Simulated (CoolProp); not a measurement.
Vapour pressure (MPa) of propane: the reference equation beside estimates from Tc = 96.7 °C, pc = 4.251 MPa, ω = 0.152.

Computed with CoolProp (reference Helmholtz-energy equation of state, Lemmon 2009).

```json
[
 {"T (°C)": "22.35", "reference": "0.8894", "van der Waals": "1.619", "Redlich-Kwong": "1.035", "Soave-Redlich-Kwong": "0.8984", "Peng-Robinson": "0.8888"},
 {"T (°C)": "25.35", "reference": "0.9606", "van der Waals": "1.696", "Redlich-Kwong": "1.112", "Soave-Redlich-Kwong": "0.9708", "Peng-Robinson": "0.9603"},
 {"T (°C)": "28.35", "reference": "1.036", "van der Waals": "1.776", "Redlich-Kwong": "1.193", "Soave-Redlich-Kwong": "1.048", "Peng-Robinson": "1.036"},
 {"T (°C)": "31.35", "reference": "1.115", "van der Waals": "1.858", "Redlich-Kwong": "1.277", "Soave-Redlich-Kwong": "1.128", "Peng-Robinson": "1.116"},
 {"T (°C)": "34.25", "reference": "1.196", "van der Waals": "1.939", "Redlich-Kwong": "1.362", "Soave-Redlich-Kwong": "1.211", "Peng-Robinson": "1.197"},
 {"T (°C)": "37.25", "reference": "1.284", "van der Waals": "2.026", "Redlich-Kwong": "1.455", "Soave-Redlich-Kwong": "1.301", "Peng-Robinson": "1.286"},
 {"T (°C)": "40.25", "reference": "1.377", "van der Waals": "2.114", "Redlich-Kwong": "1.551", "Soave-Redlich-Kwong": "1.396", "Peng-Robinson": "1.380"},
 {"T (°C)": "43.25", "reference": "1.475", "van der Waals": "2.206", "Redlich-Kwong": "1.652", "Soave-Redlich-Kwong": "1.495", "Peng-Robinson": "1.478"},
 {"T (°C)": "46.25", "reference": "1.578", "van der Waals": "2.299", "Redlich-Kwong": "1.757", "Soave-Redlich-Kwong": "1.600", "Peng-Robinson": "1.582"},
 {"T (°C)": "49.25", "reference": "1.686", "van der Waals": "2.395", "Redlich-Kwong": "1.867", "Soave-Redlich-Kwong": "1.709", "Peng-Robinson": "1.691"},
 {"T (°C)": "52.25", "reference": "1.799", "van der Waals": "2.494", "Redlich-Kwong": "1.981", "Soave-Redlich-Kwong": "1.824", "Peng-Robinson": "1.805"},
 {"T (°C)": "55.15", "reference": "1.913", "van der Waals": "2.591", "Redlich-Kwong": "2.096", "Soave-Redlich-Kwong": "1.941", "Peng-Robinson": "1.921"}
]
```

Absolute difference from the reference over all 12 rows, mean and median: van der Waals 56.8 and 55.7 %, Redlich-Kwong 13.0 and 13.0 %, Soave-Redlich-Kwong 1.3 and 1.3 %, Peng-Robinson 0.2 and 0.2 %.
